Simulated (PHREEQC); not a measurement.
Solution (25 °C): 29.7 mmol/kgw K2SO4. Closed to the air; pH follows from the charge balance.

Equilibrium calculation in PHREEQC: ion-association model, phreeqc.dat.

- ionic strength: 0.0813 mol/kgw
- specific conductance: 6510 µS/cm
- density: 1.001 g/cm³

| species | molality | activity | log γ |
|---|---|---|---|
| K+ | 0.0555 | 0.0432 | -0.108 |
| SO4-2 | 0.0258 | 0.0103 | -0.399 |
| KSO4- | 0.00390 | 0.00313 | -0.097 |
| OH- | 1.79e-7 | 1.39e-7 | -0.110 |
| HSO4- | 9.17e-8 | 7.27e-8 | -0.101 |
| H+ | 8.72e-8 | 7.27e-8 | -0.079 |

Precipitation was switched off in this run.
